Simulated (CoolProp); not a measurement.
R134a at several states: density (kg/m³) from the reference equation and from simpler models built on Tc = 101.1 °C, pc = 4.059 MPa, ω = 0.327; each cubic takes its own stable root.

Values from CoolProp's reference Helmholtz-energy equation of state, Tillner-Roth 1994.

```csv
T (°C),p (MPa),phase,reference
156.25,0.0164,gas,0.4691
-0.95,3.26,liquid,1309
27.25,0.11,gas,4.593
-35.25,0.0757,liquid,1404
-51.05,1.58,liquid,1452
84.85,10.2,liquid,1037
```

How far does each simpler model (van der Waals, Redlich-Kwong, Soave-Redlich-Kwong, Peng-Robinson) lie from the reference over these 6 states: mean and median of the absolute difference, and the worst?


- van der Waals: mean 36.6 %, median 38.1 %, worst -99.7 % at -35.25 °C and 0.0757 MPa
- Redlich-Kwong: mean 24.8 %, median 16.0 %, worst -99.7 % at -35.25 °C and 0.0757 MPa
- Soave-Redlich-Kwong: mean 8.8 %, median 12.6 %, worst -14.6 % at 84.85 °C and 10.2 MPa
- Peng-Robinson: mean 1.5 %, median 1.3 %, worst -4.4 % at 84.85 °C and 10.2 MPa

At some of these states van der Waals, Redlich-Kwong gives the other phase, because its saturation line lies elsewhere.
